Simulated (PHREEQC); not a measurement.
Solution (25 °C): 0.012 mol NaOH and 0.016 mol CO2 per kg of water. Closed to the air; pH follows from the charge balance.

Equilibrium calculation in PHREEQC: ion-association model, phreeqc.dat.

No solid was allowed to form.

Task: Predict the pH.

Result: pH 6.78.

Task: In which forms is C present?

Result: HCO3- 75 %, CO2 25 % of the C.
